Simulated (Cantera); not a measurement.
**Premixed flame**

A freely propagating, adiabatic, planar premixed flame of 23.4 % CO, 8.19 % H2, 14.4 % O2, 54.0 % N2, unburnt at 600 K and 13300 Pa; mixture-averaged transport, grid criteria slope 0.08 and curve 0.16, no radiation.

Detailed kinetics in Cantera: GRI-Mech 3.0 (53 species, 325 reactions). Burning velocities carry a grid error of a few per cent, more on coarse grids.

```
z (mm)  T (K)  u (m/s)    x CO     x H2    x O2   x H2O2    x N2O      x NO
------  -----  -------  ------  -------  ------  -------  -------  --------
-28.5     600     3.10   0.234   0.0819   0.144    <1e-8    <1e-8     <1e-8
-19.0     600     3.10   0.234   0.0819   0.144    <1e-8    <1e-8     <1e-8
-14.3     600     3.10   0.234   0.0819   0.144    <1e-8    <1e-8     <1e-8
-9.50     600     3.10   0.234   0.0819   0.144    <1e-8    <1e-8     <1e-8
-4.75     601     3.11   0.234   0.0816   0.144  3.68e-7    <1e-8     <1e-8
-2.38     680     3.50   0.232   0.0751   0.141  1.15e-6    <1e-8     <1e-8
0        1058     5.37   0.204   0.0301   0.108  4.26e-7    <1e-8   4.27e-7
2.38     1367     6.81   0.142  0.00952  0.0595  2.80e-7  1.29e-8   4.86e-6
4.75     1510     7.41   0.112   0.0110  0.0462  2.02e-7  1.25e-8   1.14e-5
9.50     1645     7.98   0.106   0.0118  0.0421  1.34e-7  1.30e-8   2.26e-5
19.0     1788     8.58   0.108   0.0114  0.0405  7.79e-8  1.46e-8   3.78e-5
38.0     1938     9.20   0.106   0.0104  0.0378  4.28e-8  1.68e-8   6.04e-5
76.0     2085     9.78  0.0998  0.00900  0.0340  2.51e-8  2.09e-8  0.000115
```
x: mole fraction of selected species; z is measured from the peak of heat release.

| Item | Result |
|---|---|
| laminar burning velocity | 310 cm/s |
| thermal thickness | 9.50 mm |
| peak x(H2O2) | 1.35e-6 |
| grid points | 159 |
